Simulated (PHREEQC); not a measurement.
A solution holds 0.019 mol CuCl2, 0.00015 mol HNO3 and 0.0036 mol FeCl3 per kg of water, at 45 °C. Closed to the air; pH follows from the charge balance.

Model: ion-association model, phreeqc.dat, run in PHREEQC.

- pH = 2.60
- ionic strength = 0.0683 mol/kgw
- density = 0.993 g/cm³
- total alkalinity = -7.35 meq/kg

```csv
species,molality,activity,log γ
Cl-,0.0460,0.0362,-0.104
Cu+2,0.0167,0.00724,-0.364
H+,0.00303,0.00254,-0.078
CuCl+,0.00223,0.00176,-0.103
FeOH+2,0.00181,0.000745,-0.386
Fe+3,0.000486,9.72e-5,-0.699
FeCl+2,0.000468,0.000192,-0.386
Fe2(OH)2+4,0.000262,6.88e-6,-1.581
Fe(OH)2+,0.000245,0.000198,-0.094
NO3-,0.000150,0.000116,-0.110
CuCl2,4.13e-5,4.20e-5,0.007
FeCl2+,2.14e-5,1.72e-5,-0.096
Fe3(OH)4+5,1.49e-5,5.03e-8,-2.470
FeCl3,6.11e-8,6.21e-8,0.007
CuOH+,3.61e-8,2.85e-8,-0.103
```

This is a speciation only: nothing precipitates in the calculation. Examples of supersaturated solids here: Hematite (slow to form), Goethite (slow to form). Others may be too. Constants without temperature data keep their 25 °C values here.
